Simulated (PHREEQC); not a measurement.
Consider water at 20 °C with 0.0046 mol/kgw HF and 0.0005 mol/kgw NH4HF2. Closed to the air; pH follows from the charge balance.

The numbers come from PHREEQC with the ion-association model, wateq4f.dat.

```yaml
pH: 2.85
ionic_strength: 0.00196 mol/kgw
total_alkalinity: -5.10 meq/kg
```

```
species  molality  activity   log γ
-------  --------  --------  ------
HF        0.00353   0.00354   0.000
F-        0.00194   0.00185  -0.021
H+        0.00146   0.00140  -0.020
NH4+     0.000500  0.000476  -0.021
H2F2      3.89e-5   3.89e-5   0.000
HF2-      2.52e-5   2.40e-5  -0.021
```

This is a speciation only: nothing precipitates in the calculation. Complexes and solids missing from the database can't appear.
